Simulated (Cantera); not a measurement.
A perfectly stirred reactor is fed with CH4 : O2 : N2 : CO2 = 1 : 5 : 18.8 : 1.1 (molar parts), equivalence ratio 0.40, at 4.00 bar; it is adiabatic with a 675 K inlet, and is followed from long to short residence time, starting on the burning branch (τ in s: 0.13, 0.057, 0.025, 0.011, 0.0049, 0.0021, 0.00094, 0.00041, 0.00018, 8e-05, 3.5e-05).

Model: GRI-Mech 3.0 (53 species, 325 reactions), integrated in Cantera.

x: mole fraction; the columns are a selection and need not sum to one.

```json
[
 {"τ (s)": "0.13", "T (K)": "1535", "x CH4": "1.52e-5", "x O2": "0.116", "x CO2": "0.0809", "x CH2": "3.59e-9", "x CH3": "…", "x CO": "0.000164"},
 {"τ (s)": "0.057", "T (K)": "1533", "x CH4": "2.73e-5", "x O2": "0.116", "x CO2": "0.0807", "x CH2": "7.88e-9", "x CH3": "…", "x CO": "0.000302"},
 {"τ (s)": "0.025", "T (K)": "1531", "x CH4": "4.93e-5", "x O2": "0.116", "x CO2": "0.0804", "x CH2": "1.69e-8", "x CH3": "…", "x CO": "0.000562"},
 {"τ (s)": "0.011", "T (K)": "1525", "x CH4": "9.08e-5", "x O2": "0.116", "x CO2": "0.0799", "x CH2": "3.50e-8", "x CH3": "…", "x CO": "0.00106"},
 {"τ (s)": "0.0049", "T (K)": "1515", "x CH4": "0.000174", "x O2": "0.117", "x CO2": "0.0787", "x CH2": "6.84e-8", "x CH3": "…", "x CO": "0.00205"},
 {"τ (s)": "0.0021", "T (K)": "1489", "x CH4": "0.000421", "x O2": "0.119", "x CO2": "0.0757", "x CH2": "1.25e-7", "x CH3": "…", "x CO": "0.00469"},
 {"τ (s)": "0.00094", "T (K)": "675", "x CH4": "0.0386", "x O2": "0.193", "x CO2": "0.0425", "x CH2": "<1e-12", "x CH3": "<1e-12", "x CO": "<1e-12"},
 {"τ (s)": "0.00041", "T (K)": "675", "x CH4": "0.0386", "x O2": "0.193", "x CO2": "0.0425", "x CH2": "<1e-12", "x CH3": "<1e-12", "x CO": "<1e-12"},
 {"τ (s)": "0.00018", "T (K)": "675", "x CH4": "0.0386", "x O2": "0.193", "x CO2": "0.0425", "x CH2": "<1e-12", "x CH3": "<1e-12", "x CO": "<1e-12"},
 {"τ (s)": "8.0e-5", "T (K)": "675", "x CH4": "0.0386", "x O2": "0.193", "x CO2": "0.0425", "x CH2": "<1e-12", "x CH3": "<1e-12", "x CO": "<1e-12"},
 {"τ (s)": "3.5e-5", "T (K)": "675", "x CH4": "0.0386", "x O2": "0.193", "x CO2": "0.0425", "x CH2": "<1e-12", "x CH3": "<1e-12", "x CO": "<1e-12"}
]
```

Question: Fill in the missing entries.

Answer: 
- 0.13, x CH3: 1.90e-6
- 0.057, x CH3: 3.41e-6
- 0.025, x CH3: 6.01e-6
- 0.011, x CH3: 1.05e-5
- 0.0049, x CH3: 1.83e-5
- 0.0021, x CH3: 3.58e-5
